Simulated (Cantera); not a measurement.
A closed system holds: 1 mol TEOS, 5 mol CO2, 24 mol N2, held at 0.240 bar.

Cantera equilibrium calculation (NASA polynomials, part measured and part estimated; ideal gas, pure solids and liquids). Candidate condensed phases: C, C6H6, C7H8, C8H18, H2O, Si, SiC, SiO2, Si2N2O, Si3N4; 151 gas species. The feed counts by its element totals alone. N2 is the only nitrogen source here; it is nearly inert below about 1500 K, so the nitride shown seldom forms there in practice. Mutual solubility and eutectic melting of coexisting phases are not modelled. The tables hold silica as quartz up to 1696 K and as liquid above; real silica turns to tridymite and cristobalite and melts near 1996 K. Kinetics and transport are ignored.

x: gas mole fraction; n: condensed amount in mol.

```tsv
T (°C)	x N2	x CO	x H2	x CO2	x H2O	x CH4	x SiO	n C(graphite)	n SiO2(α-quartz)	n SiO2(β-quartz)	n Si2N2O(s)	n SiO2(condensed)
475	0.628	0.0264	0.142	0.100	0.0869	0.0161	<1e-12	7.54	1.00	0	0	0
575	0.581	0.113	0.192	0.0697	0.0384	0.00569	<1e-12	5.23	0	1.00	0	0
675	0.539	0.219	0.210	0.0201	0.0107	0.00182	<1e-12	2.29	0	1.00	0	0
775	0.525	0.253	0.215	0.00342	0.00244	0.000648	<1e-12	1.24	0	1.00	0	0
875	0.523	0.259	0.217	0.000657	0.000648	0.000268	(withheld)	1.05	0	1.00	0	0
975	0.522	0.260	0.217	0.000161	0.000209	0.000126	(withheld)	1.01	0	1.00	0	0
1075	0.522	0.261	0.217	4.86e-5	7.93e-5	6.60e-5	(withheld)	0.998	0	1.000	0	0
1175	0.507	0.278	0.214	4.00e-5	7.29e-5	1.83e-5	(withheld)	0	0	0.334	0.333	0
1275	0.507	0.278	0.214	4.21e-5	9.02e-5	4.40e-6	(withheld)	0	0	0.331	0.333	0
1375	0.507	0.278	0.214	4.40e-5	0.000108	1.26e-6	(withheld)	0	0	0.320	0.324	0
1475	0.505	0.276	0.212	4.51e-5	0.000125	4.17e-7	(withheld)	0	0	0	0.250	0.245
```

**Question.** Complete the blanks.

**Answer.** 
- 875, x SiO: 3.60e-12
- 975, x SiO: 1.11e-9
- 1075, x SiO: 1.45e-7
- 1175, x SiO: 4.41e-6
- 1275, x SiO: 6.50e-5
- 1375, x SiO: 0.000685
- 1475, x SiO: 0.00545
